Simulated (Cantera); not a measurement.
A freely propagating, adiabatic, planar premixed flame of H2 : O2 : N2 = 1 : 0.532 : 2 (molar parts), equivalence ratio 0.94, unburnt at 475 K and 1000000 Pa; mixture-averaged transport, grid criteria slope 0.08 and curve 0.16, no radiation.

Computed with Cantera and the H2/O2 subset of GRI-Mech 3.0, which has no nitrogen chemistry. The hydrogen kinetics of GRI-Mech 3.0 are dated; newer H2 mechanisms differ, most at raised pressure. Burning velocities carry a grid error of a few per cent, more on coarse grids.

x: mole fraction of selected species; z is measured from the peak of heat release.

```json
[
 {"z (mm)": "-0.0754", "T (K)": "475", "u (m/s)": "3.11", "x H2": "0.283", "x O2": "0.151", "x OH": "<1e-8", "x H": "<1e-8", "x H2O": "4.63e-7", "x H2O2": "<1e-8"},
 {"z (mm)": "-0.0503", "T (K)": "475", "u (m/s)": "3.11", "x H2": "0.282", "x O2": "0.151", "x OH": "<1e-8", "x H": "<1e-8", "x H2O": "4.73e-6", "x H2O2": "1.74e-8"},
 {"z (mm)": "-0.0377", "T (K)": "476", "u (m/s)": "3.11", "x H2": "0.280", "x O2": "0.151", "x OH": "<1e-8", "x H": "<1e-8", "x H2O": "2.48e-5", "x H2O2": "1.05e-7"},
 {"z (mm)": "-0.0251", "T (K)": "483", "u (m/s)": "3.12", "x H2": "0.271", "x O2": "0.153", "x OH": "<1e-8", "x H": "<1e-8", "x H2O": "0.000328", "x H2O2": "1.81e-6"},
 {"z (mm)": "-0.0126", "T (K)": "(withheld)", "u (m/s)": "3.76", "x H2": "0.228", "x O2": "0.157", "x OH": "2.60e-5", "x H": "1.03e-5", "x H2O": "0.0114", "x H2O2": "8.24e-5"},
 {"z (mm)": "-0.00628", "T (K)": "(withheld)", "u (m/s)": "5.82", "x H2": "0.173", "x O2": "0.143", "x OH": "0.000854", "x H": "0.00118", "x H2O": "0.0585", "x H2O2": "0.000202"},
 {"z (mm)": "0", "T (K)": "(withheld)", "u (m/s)": "8.45", "x H2": "0.109", "x O2": "0.104", "x OH": "0.00309", "x H": "0.00721", "x H2O": "0.140", "x H2O2": "4.53e-5"},
 {"z (mm)": "0.00628", "T (K)": "(withheld)", "u (m/s)": "10.3", "x H2": "0.0613", "x O2": "0.0646", "x OH": "0.00744", "x H": "0.0128", "x H2O": "0.210", "x H2O2": "6.24e-6"},
 {"z (mm)": "0.0126", "T (K)": "(withheld)", "u (m/s)": "11.3", "x H2": "0.0382", "x O2": "0.0425", "x OH": "0.0114", "x H": "0.0132", "x H2O": "0.246", "x H2O2": "4.16e-6"},
 {"z (mm)": "0.0251", "T (K)": "2141", "u (m/s)": "12.3", "x H2": "0.0243", "x O2": "0.0284", "x OH": "0.0142", "x H": "0.00933", "x H2O": "0.272", "x H2O2": "2.72e-6"},
 {"z (mm)": "0.0503", "T (K)": "2289", "u (m/s)": "13.0", "x H2": "0.0167", "x O2": "0.0224", "x OH": "0.0131", "x H": "0.00468", "x H2O": "0.288", "x H2O2": "1.85e-6"},
 {"z (mm)": "0.101", "T (K)": "2387", "u (m/s)": "13.5", "x H2": "0.0106", "x O2": "0.0191", "x OH": "0.0105", "x H": "0.00202", "x H2O": "0.300", "x H2O2": "1.30e-6"},
 {"z (mm)": "0.201", "T (K)": "2442", "u (m/s)": "13.8", "x H2": "0.00636", "x O2": "0.0173", "x OH": "0.00829", "x H": "0.000879", "x H2O": "0.308", "x H2O2": "9.85e-7"}
]
```

Q: Fill in the missing entries.

A: 
- -0.0126, T (K): 609
- -0.00628, T (K): 980
- 0, T (K): 1452
- 0.00628, T (K): 1776
- 0.0126, T (K): 1959
